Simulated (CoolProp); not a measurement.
The fluid at 298.15 K and 1.76 MPa flows at 2.8 m/s in a round tube of 10 mm bore and 15 µm roughness, fully developed (64/Re and Nu = 3.66 if laminar; Colebrook and Gnielinski if turbulent). The same conditions are run with several fluids, on thermodynamics alone (safety and materials aside).

Model: reference Helmholtz-energy equation of state of each fluid (propylene: Lemmon 2013; R407C: Lemmon 2003; R245fa: Akasaka 2015; n-nonane: Lemmon 2006; c-C4F8 (RC318): Platzer 1990), in CoolProp. The equations of Platzer and Polt are older, rougher fits. Blends and air are pseudo-pure fits.

Rank propylene, R407C, R245fa, n-nonane, c-C4F8 (RC318) by Reynolds number, highest first.

R407C (208000), propylene (148000), c-C4F8 (RC318) (112000), R245fa (93100), n-nonane (30100)

| fluid | Darcy friction factor | pressure drop (Pa/m) | heat-transfer coefficient (W/(m² K)) | mass flow (kg/h) |
|---|---|---|---|---|
| propylene | 0.0231 | 4610 | 7230 | 402 |
| R407C | 0.0228 | 10200 | 8330 | 904 |
| R245fa | 0.0239 | 12600 | 5770 | 1060 |
| n-nonane | 0.0271 | 7590 | 3580 | 566 |
| c-C4F8 (RC318) | 0.0235 | 13900 | 5120 | 1190 |

Transport values come from each fluid's own correlations; those of propylene, R245fa, c-C4F8 (RC318) are estimates that may be off by 10 % or more.
